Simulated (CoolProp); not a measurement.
Vapour-liquid equilibrium of R152A (1) + isobutene (2) at 79.35 °C; x and y are mole fractions of (1).

The numbers come from the multi-fluid Helmholtz-energy mixture model, Outcalt 1996 and Lemmon 2005; pair parameters Bell 2016 in CoolProp.

```csv
x,bubble pressure (bar),y at the bubble point,dew pressure at overall composition x (bar),liquid density (mol/L)
0.05,13.41,0.118,12.62,9.128
0.2,16.63,0.345,14.48,9.229
0.35,18.98,0.488,16.71,9.358
0.5,20.75,0.601,19.18,9.543
0.65,22.05,0.707,21.40,9.818
0.8,22.90,0.819,22.80,10.22
0.95,23.18,0.949,23.18,10.79
```

y crosses x between x = 0.8 and 0.95: the model has an azeotrope there.

The pair parameters rest on a limited set of measurements; away from them the model extrapolates.
